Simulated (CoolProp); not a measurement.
Properties of dimethyl carbonate along the isobar 22.6 bar (Tc = 283.9 °C, pc = 49.09 bar, ω = 0.346).

Values from CoolProp's reference Helmholtz-energy equation of state, Zhou 2011.

```json
[
 {"T (°C)": "93.65", "phase": "liquid", "Z": "0.06866", "cv (kJ/(kg K))": "1.451", "speed of sound (m/s)": "940.3", "isothermal compressibility (1/MPa)": "0.001572", "fugacity coefficient": "0.05188"},
 {"T (°C)": "114.85", "phase": "liquid", "Z": "0.06702", "cv (kJ/(kg K))": "1.492", "speed of sound (m/s)": "862.9", "isothermal compressibility (1/MPa)": "0.001928", "fugacity coefficient": "0.09417"},
 {"T (°C)": "136.15", "phase": "liquid", "Z": "0.06578", "cv (kJ/(kg K))": "1.533", "speed of sound (m/s)": "787.0", "isothermal compressibility (1/MPa)": "0.002407", "fugacity coefficient": "0.1581"},
 {"T (°C)": "157.35", "phase": "liquid", "Z": "0.06497", "cv (kJ/(kg K))": "1.573", "speed of sound (m/s)": "712.3", "isothermal compressibility (1/MPa)": "0.003074", "fugacity coefficient": "0.2473"},
 {"T (°C)": "178.55", "phase": "liquid", "Z": "0.06463", "cv (kJ/(kg K))": "___", "speed of sound (m/s)": "636.5", "isothermal compressibility (1/MPa)": "0.004066", "fugacity coefficient": "0.3651"},
 {"T (°C)": "199.75", "phase": "liquid", "Z": "0.06487", "cv (kJ/(kg K))": "1.650", "speed of sound (m/s)": "557.0", "isothermal compressibility (1/MPa)": "0.005702", "fugacity coefficient": "___"},
 {"T (°C)": "220.95", "phase": "liquid", "Z": "0.06600", "cv (kJ/(kg K))": "1.691", "speed of sound (m/s)": "468.9", "isothermal compressibility (1/MPa)": "___", "fugacity coefficient": "0.6891"},
 {"T (°C)": "242.25", "phase": "gas", "Z": "0.7451", "cv (kJ/(kg K))": "1.680", "speed of sound (m/s)": "170.0", "isothermal compressibility (1/MPa)": "0.6501", "fugacity coefficient": "0.7991"}
]
```

Q: Some entries are withheld; supply them.

A: 
- 178.55, cv (kJ/(kg K)): 1.611
- 199.75, fugacity coefficient: 0.5128
- 220.95, isothermal compressibility (1/MPa): 0.008924
